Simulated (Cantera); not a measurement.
What does this Cantera script print?

```python
import numpy as np
import cantera as ct

gas_names = """
    H HO2 H2 H2O H2O2 Li LiH LiO LiOH Li2 Li2O Li2O2 Li2O2H2 O OH O2 O3
""".split()
cond_names = """
    H2O(s) H2O(L) Li(cr) Li(L) LiH(s) LiH(L) LiOH(s) LiOH(L) Li2O(s) Li2O(L)
""".split()


def load(file, names, dense=False):
    # The tables refer to 1 bar. Condensed volumes are neglected.
    table = {s.name: s for s in ct.Species.list_from_file(file)}
    out = []
    for n in names:
        d = dict(table[n].input_data)
        d["thermo"] = dict(d["thermo"], **{"reference-pressure": 1e5})
        if dense:
            d["equation-of-state"] = {"model": "constant-volume", "density": "1e6 g/cm^3"}
        out.append(ct.Species.from_dict(d))
    return out


gas = ct.Solution(thermo="ideal-gas", species=load("nasa_gas.yaml", gas_names))
cond = {s.name: ct.Solution(thermo="fixed-stoichiometry", species=[s], name=s.name)
        for s in load("nasa_condensed.yaml", cond_names, dense=True)}
atoms = {
    'LiOH': {'Li': 1, 'O': 1, 'H': 1},
    'H2O': {'H': 2, 'O': 1},
    'H2': {'H': 2},
}
top_T = {}  # K; cautious upper limits of use, not melting points


def equilibrate(T, P, feed):
    n = {}
    for name, mol in feed.items():
        for a, k in atoms[name].items():
            n[a] = n.get(a, 0.0) + k * mol
    gas.TPX = T, P, n
    mass = sum(n.values()) * gas.mean_molecular_weight
    gas.equilibrate("TP")
    valid = [c for c in cond.values() if c.min_temp <= T <= top_T.get(c.name, c.max_temp)]
    mix = ct.Mixture([(gas, mass / gas.mean_molecular_weight)] + [(c, 0.0) for c in valid])
    mix.T, mix.P = T, P
    mix.equilibrate("TP", solver="vcs", rtol=1e-11, max_steps=5000)
    return mix


results = []
feed = {'LiOH': 1, 'H2O': 0.63, 'H2': 1.5}  # mol
T = 1825  # K
for P in [10, 68, 460, 3200, 22000, 150000, 1000000]:
    mix = equilibrate(T, P, feed)
    results.append((T, P, feed, dict(zip(mix.species_names, mix.species_moles))))
    x = sorted(zip(gas.X, gas.species_names), reverse=True)
    print(f"T = {T:g} K  P = {P:g} Pa  gas = {mix.phase_moles(0):.4g} mol")
    print("   x: " + "  ".join(f"{s} {v:.3e}" for v, s in x if v > 1e-06))
    print("   condensed (mol): " + ("  ".join(f"{mix.phase(i).name} {mix.phase_moles(i):.4g}"
          for i in range(1, mix.n_phases) if mix.phase_moles(i) > 1e-12) or "none"))
```

Result:

```
T = 1825 K  P = 10 Pa  gas = 3.473 mol
   x: H2O 3.492e-01  H2 3.355e-01  Li 1.696e-01  LiOH 1.179e-01  H 2.551e-02  OH 1.856e-03  Li2O 1.758e-04  O 1.084e-04  O2 4.976e-05  LiH 4.580e-05  LiO 3.724e-05
   condensed (mol): none
T = 1825 K  P = 68 Pa  gas = 3.348 mol
   x: H2 3.833e-01  H2O 3.074e-01  LiOH 1.783e-01  Li 1.193e-01  H 1.046e-02  OH 5.862e-04  Li2O 4.562e-04  LiH 8.983e-05  LiO 2.019e-05  O 1.228e-05  O2 4.346e-06
   condensed (mol): none
T = 1825 K  P = 460 Pa  gas = 3.255 mol
   x: H2 4.224e-01  H2O 2.669e-01  LiOH 2.328e-01  Li 7.246e-02  H 4.220e-03  Li2O 8.960e-04  OH 1.864e-04  LiH 1.489e-04  LiO 9.657e-06  Li2O2H2 9.343e-06  O 1.430e-06
   condensed (mol): none
T = 1825 K  P = 3200 Pa  gas = 3.192 mol
   x: H2 4.501e-01  LiOH 2.726e-01  H2O 2.364e-01  Li 3.749e-02  H 1.652e-03  Li2O 1.387e-03  LiH 2.098e-04  Li2O2H2 8.913e-05  OH 6.063e-05  LiO 4.154e-06  Li2 1.506e-06
   condensed (mol): none
T = 1825 K  P = 22000 Pa  gas = 3.156 mol
   x: H2 4.663e-01  LiOH 2.947e-01  H2O 2.186e-01  Li 1.701e-02  Li2O 1.753e-03  Li2O2H2 7.161e-04  H 6.411e-04  LiH 2.540e-04  OH 2.102e-05  Li2 2.132e-06  LiO 1.683e-06
   condensed (mol): none
T = 1825 K  P = 150000 Pa  gas = 2.882 mol
   x: H2 5.189e-01  H2O 3.081e-01  LiOH 1.678e-01  Li 2.777e-03  Li2O2H2 1.584e-03  Li2O 4.034e-04  H 2.590e-04  LiH 1.142e-04  OH 1.075e-05
   condensed (mol): Li2O(s) 0.2483
T = 1825 K  P = 1e+06 Pa  gas = 2.314 mol
   x: H2 6.479e-01  H2O 2.872e-01  LiOH 6.275e-02  Li2O2H2 1.476e-03  Li 4.822e-04  H 1.121e-04  Li2O 6.051e-05  LiH 5.722e-05  OH 3.473e-06
   condensed (mol): LiOH(L) 0.7803  Li2O(s) 0.03308
```

These are equilibrium values from Cantera (NASA tables, ideal gas, pure condensed phases), not measurements of a reactor. Mutual solubility and eutectic melting of coexisting phases are not modelled.
